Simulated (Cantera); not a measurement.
An isothermal, constant-pressure homogeneous reactor starts with C₂H₆ : N₂ = 1 : 1.7 (molar parts), at 1448 K and 750 Torr. Integrator tolerance rtol = 1e-08.

Detailed kinetics in Cantera: GRI-Mech 3.0 (53 species, 325 reactions). GRI-Mech 3.0 stops at C3 and has no aromatics, soot or wall deposition, so with more carbon than oxygen in the feed, carbon stays in small species such as C2H2 where larger ones or solid carbon would form.

Problem. What does this change do: pressure from 750 Torr to 100.0 Torr?

Solution. 
| quantity | before | after |
|---|---|---|
| x(C₂H₆) at 4.00 s | 9.44e-5 (gas-phase equilibrium 7.60e-5) | 1.29e-5 (gas-phase equilibrium 2.74e-6) |
| x(CH₄) at 4.00 s | 0.101 (gas-phase equilibrium 0.0933) | 0.0717 (gas-phase equilibrium 0.0200) |
| x(CH₂) at 4.00 s | 4.53e-10 (gas-phase equilibrium 3.98e-10) | 1.05e-9 (gas-phase equilibrium 5.01e-10) |
| x(H) at 4.00 s | 5.16e-6 (gas-phase equilibrium 5.20e-6) | 1.07e-5 (gas-phase equilibrium 1.61e-5) |
| x(HCN) at 4.00 s | 4.09e-9 (gas-phase equilibrium 0.0980) | 1.23e-8 (gas-phase equilibrium 0.104) |
| x(C₂H) at 4.00 s | 3.78e-9 (gas-phase equilibrium 2.73e-9) | 7.89e-9 (gas-phase equilibrium 8.22e-9) |

Problem. What does this change do: temperature 1448 to 1773 K?

Solution. 
```csv
quantity,before,after
x(C₂H₆) at 4.00 s,9.44e-5 (gas-phase equilibrium 7.60e-5),1.50e-6 (gas-phase equilibrium 1.06e-6)
x(CH₄) at 4.00 s,0.101 (gas-phase equilibrium 0.0933),0.00862 (gas-phase equilibrium 0.00726)
x(CH₂) at 4.00 s,4.53e-10 (gas-phase equilibrium 3.98e-10),3.79e-8 (gas-phase equilibrium 3.18e-8)
x(H) at 4.00 s,5.16e-6 (gas-phase equilibrium 5.20e-6),0.000185 (gas-phase equilibrium 0.000185)
x(HCN) at 4.00 s,4.09e-9 (gas-phase equilibrium 0.0980),6.71e-6 (gas-phase equilibrium 0.127)
x(C₂H) at 4.00 s,3.78e-9 (gas-phase equilibrium 2.73e-9),7.22e-7 (gas-phase equilibrium 5.04e-7)
```
